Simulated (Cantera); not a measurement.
An isothermal, constant-pressure homogeneous reactor starts with 15.9 % CH4, 84.1 % N2, at 1825 K and 0.150 bar.

Detailed kinetics in Cantera: GRI-Mech 3.0 (53 species, 325 reactions). GRI-Mech 3.0 stops at C3 and has no aromatics, soot or wall deposition, so with more carbon than oxygen in the feed, carbon stays in small species such as C2H2 where larger ones or solid carbon would form.

x: mole fraction; the columns are a selection and need not sum to one.

```csv
t (s),x CH4,x HCN,x H2,x CH2,x C2H4
0.000300,0.157,6.04e-11,0.000686,3.45e-7,7.76e-5
0.000877,0.152,___,0.00519,2.03e-6,0.00159
0.00256,0.112,___,0.0503,4.81e-6,0.00879
0.00750,0.0540,___,0.132,2.92e-6,0.00187
0.0219,0.0200,___,0.178,1.58e-6,0.000267
0.0641,0.00581,___,0.197,6.68e-7,6.05e-5
0.187,0.00163,___,0.203,2.26e-7,4.23e-5
0.548,0.000514,___,0.204,7.51e-8,4.11e-5
1.60,0.000218,___,0.205,3.22e-8,4.11e-5
4.68,0.000173,___,0.205,2.56e-8,4.11e-5
13.7,0.000173,___,0.205,2.55e-8,4.11e-5
40.0,0.000173,___,0.205,2.55e-8,4.11e-5
```

What belongs in the gaps?


- 0.000877, x HCN: 2.31e-9
- 0.00256, x HCN: 1.31e-7
- 0.00750, x HCN: 9.81e-7
- 0.0219, x HCN: 2.98e-6
- 0.0641, x HCN: 6.30e-6
- 0.187, x HCN: 1.02e-5
- 0.548, x HCN: 1.44e-5
- 1.60, x HCN: 1.92e-5
- 4.68, x HCN: 2.85e-5
- 13.7, x HCN: 5.62e-5
- 40.0, x HCN: 0.000139
